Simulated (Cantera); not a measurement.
Cantera with NASA thermochemical tables; ideal gases at 1 bar, condensed phases pure. Values are per mole of reaction as written; species without (g) are pure solids or liquids, kept so even where they would boil at 1 bar.

**Question.** Between 575 and 2575 K, where is each reaction favourable under standard conditions?
- O2(g) + N(g) → NO2(g)
- NO2(g) → N(g) + 2 O(g)
- O(g) + N2(g) → N2O(g)

**Answer.** 
- O2(g) + N(g) → NO2(g): ΔG° is -369 kJ at 575 K and -114 kJ at 2575 K; it stays negative (K > 1). ΔH° is -444 kJ and ΔS° -128 J/K at 2575 K.
- NO2(g) → N(g) + 2 O(g): ΔG° is 799 kJ at 575 K and 280 kJ at 2575 K; it stays positive (K < 1). ΔH° is 957 kJ and ΔS° 263 J/K at 2575 K.
- O(g) + N2(g) → N2O(g): ΔG° is -90 kJ at 575 K and 183 kJ at 2575 K; it changes sign between 1175 and 1375 K. ΔH° is -164 kJ and ΔS° -135 J/K at 2575 K.
